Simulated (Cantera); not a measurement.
A closed system holds: 1 mol NH₃, 0.045 mol O₂, 12 mol N₂, at 2500 K and 59.0 Pa.

Method: chemical equilibrium by Gibbs-energy minimisation in Cantera with the NASA 1993 tables (ideal gas, pure condensed phases). Candidate condensed phases: H₂O; 24 gas species. Equilibrium is a limit: real reactors are often held back by kinetics, nucleation or transport.

Base state: N₂ 0.821, H 0.152, H₂ 0.0215, O 0.00402, OH 0.000866, H₂O 0.000592, NO 0.000345, O₂ 4.53e-5 (mole fractions); condensed: gas only.

What changes in the equilibrium state with this change: temperature from 2500 K to 723.15 K?


```csv
species,before,after
N₂,0.821,0.893
H₂,0.0215,0.101
H₂O,0.000592,0.00643
H,0.152,<1e-9
O,0.00402,<1e-9
OH,0.000866,<1e-9
NO,0.000345,<1e-9
O₂,4.53e-5,<1e-9
```

What changes in the equilibrium state with this change: temperature from 2500 K to 1023.15 K?


```json
[
 {"species": "N₂", "before": "0.821", "after": "0.893"},
 {"species": "H₂", "before": "0.0215", "after": "0.101"},
 {"species": "H₂O", "before": "0.000592", "after": "0.00643"},
 {"species": "H", "before": "0.152", "after": "5.43e-8"},
 {"species": "O", "before": "0.00402", "after": "<1e-9"},
 {"species": "OH", "before": "0.000866", "after": "<1e-9"}
]
```

What changes in the equilibrium state with this change: pressure from 59.0 Pa to 56.0 mbar?


```json
[
 {"species": "N₂", "before": "0.821", "after": "0.879"},
 {"species": "H₂", "before": "0.0215", "after": "0.0841"},
 {"species": "H", "before": "0.152", "after": "0.0308"},
 {"species": "O", "before": "0.00402", "after": "0.000104"},
 {"species": "O₂", "before": "4.53e-5", "after": "2.89e-6"},
 {"species": "H₂O", "before": "0.000592", "after": "0.00569"}
]
```
